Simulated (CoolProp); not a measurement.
Vapour-liquid equilibrium of R125 (1) + dimethyl ether (2) at 0.293 MPa; x and y are mole fractions of (1).

Computed with CoolProp (multi-fluid Helmholtz-energy mixture model, Lemmon 2005 and Wu 2011; pair parameters Bell 2016).

```tsv
x	bubble temperature (K)	y at the bubble point	dew temperature at overall composition x (K)	liquid density (mol/L)
0.05	275.1	0.072	275.4	14.92
0.15	273.5	0.216	274.3	14.56
0.25	271.6	0.359	273.1	14.22
0.35	269.3	0.498	271.7	13.89
0.45	266.6	0.627	270.2	13.58
0.55	263.6	0.742	268.3	13.27
0.65	260.3	0.837	266.1	12.97
0.75	256.9	0.909	263.4	12.67
0.85	253.6	0.959	259.8	12.36
0.95	250.7	0.990	254.3	12.02
```

No azeotrope shows between x = 0.05 and 0.95.

The pair parameters rest on a limited set of measurements; away from them the model extrapolates.
